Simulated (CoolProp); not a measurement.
Nitrous oxide at several states: Z from the reference equation and from simpler models built on Tc = 36.4 °C, pc = 72.45 bar, ω = 0.161; each cubic takes its own stable root.

Model: reference Helmholtz-energy equation of state, Lemmon 2006, in CoolProp. It is a short technical equation, of lower accuracy than the large ones.

```csv
T (°C),p (bar),phase,reference
146.75,331,supercritical,0.7429
90.95,7.64,gas,0.9783
140.15,49,gas,0.9107
-20.55,34.6,liquid,0.07196
```

Q: How far does each simpler model (van der Waals, Redlich-Kwong) lie from the reference over these 4 states: mean and median of the absolute difference, and the worst?

A: 
- van der Waals: mean 17.3 %, median 4.6 %, worst +59.9 % at -20.55 °C and 34.6 bar
- Redlich-Kwong: mean 4.0 %, median 1.4 %, worst +13.2 % at -20.55 °C and 34.6 bar
